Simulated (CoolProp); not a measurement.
A single-stage vapour-compression cycle with R143a: evaporating at 259.15 K (dew point), condensing at 309.15 K (bubble point), superheat 10 K, subcooling 2 K, compressor efficiency 0.9, no pressure losses. Each further row changes one setting.

Computed with CoolProp (reference Helmholtz-energy equation of state, Lemmon and Jacobsen 2000).

```json
[
 {"case": "as stated", "cooling COP": "3.43", "pressure ratio": "4.26", "discharge temperature (K)": "329.6", "refrigerating effect (kJ/kg)": "136", "volumetric capacity (kJ/m³)": "2220"},
 {"case": "evaporating temperature 264.15 K", "cooling COP": "3.99", "pressure ratio": "?", "discharge temperature (K)": "?", "refrigerating effect (kJ/kg)": "?", "volumetric capacity (kJ/m³)": "2680"},
 {"case": "condensing temperature 304.15 K", "cooling COP": "3.99", "pressure ratio": "?", "discharge temperature (K)": "323.8", "refrigerating effect (kJ/kg)": "145", "volumetric capacity (kJ/m³)": "2360"},
 {"case": "subcooling 7 K", "cooling COP": "3.65", "pressure ratio": "4.26", "discharge temperature (K)": "329.6", "refrigerating effect (kJ/kg)": "145", "volumetric capacity (kJ/m³)": "2360"},
 {"case": "superheat 20 K", "cooling COP": "?", "pressure ratio": "4.26", "discharge temperature (K)": "?", "refrigerating effect (kJ/kg)": "146", "volumetric capacity (kJ/m³)": "2260"},
 {"case": "compressor efficiency 0.8", "cooling COP": "3.05", "pressure ratio": "4.26", "discharge temperature (K)": "333.4", "refrigerating effect (kJ/kg)": "136", "volumetric capacity (kJ/m³)": "2220"}
]
```

Question: Fill in the missing entries.

Answer: 
- evaporating temperature 264.15 K, pressure ratio: 3.59
- evaporating temperature 264.15 K, discharge temperature (K): 328.2
- evaporating temperature 264.15 K, refrigerating effect (kJ/kg): 139
- condensing temperature 304.15 K, pressure ratio: 3.76
- superheat 20 K, cooling COP: 3.48
- superheat 20 K, discharge temperature (K): 339.2
